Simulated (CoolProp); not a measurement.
R113 along the isobar 38 bar: fugacity coefficient from the reference equation and from simpler models built on Tc = 487.2 K, pc = 33.92 bar, ω = 0.253; each cubic takes its own stable root.

The numbers come from the reference Helmholtz-energy equation of state, Marx 1992 in CoolProp.

```csv
T (K),phase,reference
365.5,liquid,0.1010
373.1,liquid,0.1193
380.7,liquid,0.1396
388.3,liquid,0.1619
395.9,liquid,0.1863
403.5,liquid,0.2128
411.1,liquid,0.2413
418.7,liquid,0.2718
426.3,liquid,0.3041
```

**Question.** How far does each simpler model (van der Waals, Redlich-Kwong, Peng-Robinson) lie from the reference over these 9 states: mean and median of the absolute difference, and the worst?

**Answer.** 
- van der Waals: mean 92.0 %, median 86.2 %, worst +154.8 % at 365.5 K and 38 bar
- Redlich-Kwong: mean 27.1 %, median 26.5 %, worst +40.6 % at 365.5 K and 38 bar
- Peng-Robinson: mean 1.4 %, median 1.4 %, worst -1.5 % at 426.3 K and 38 bar
